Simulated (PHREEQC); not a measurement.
A PHREEQC speciation (ion-association model, phreeqc.dat) at 49 °C gives pH 5.31 and these molalities:

```json
[
 {"species": "Cl-", "mol/kgw": "0.00351"},
 {"species": "Pb+2", "mol/kgw": "0.00161"},
 {"species": "PbCl+", "mol/kgw": "0.000283"},
 {"species": "H+", "mol/kgw": "5.28e-6"},
 {"species": "PbOH+", "mol/kgw": "5.02e-6"},
 {"species": "PbCl2", "mol/kgw": "8.87e-7"},
 {"species": "Pb2OH+3", "mol/kgw": "2.50e-7"}
]
```

### Question
What are the element totals, and what could have been dissolved in 1 kg of water to give them?

### Answer
This is not unique; one that fits is totals Cl 0.00380, Pb 0.00190 mol/kgw, from 1.9 mmol/kgw PbCl2.

This is a speciation only: nothing precipitates in the calculation. The solution is supersaturated, for example in Pb(OH)2, so a real one may precipitate; this is no full list. Away from 25 °C the constants follow the database's enthalpies or fits; those with neither stay at their 25 °C values.
